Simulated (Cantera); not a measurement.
A perfectly stirred reactor is fed with H2 : O2 : N2 = 0.14 : 1 : 1.1 (molar parts), equivalence ratio 0.070, at 10.00 Torr; it is held at 1300 K, and followed from long to short residence time.

Computed with Cantera and the H2/O2 subset of GRI-Mech 3.0, which has no nitrogen chemistry. Radical loss at walls, strong at low pressure, is not modelled. The temperature is held fixed by assumption; the heat of reaction is taken as removed at once.

**Question.** What does this change do: O2 1 to 0.33 parts?

**Answer.** 
| quantity | before | after |
|---|---|---|
| x(H2) at τ = 12.0 s | 7.59e-5 | 0.000235 |
| x(O2) at τ = 12.0 s | 0.428 | 0.173 |
| x(H2O) at τ = 12.0 s | 0.0639 | 0.0924 |
| x(H2O2) at τ = 12.0 s | 2.86e-8 | 3.79e-8 |
| x(OH) at τ = 12.0 s | 0.000856 | 0.00102 |
| x(H2) at τ = 0.180 s | 0.000975 | 0.00293 |
| x(O2) at τ = 0.180 s | 0.419 | 0.168 |
| x(H2O) at τ = 0.180 s | 0.0598 | 0.0829 |
| x(H2O2) at τ = 0.180 s | 7.23e-8 | 7.95e-8 |
| x(OH) at τ = 0.180 s | 0.00311 | 0.00357 |
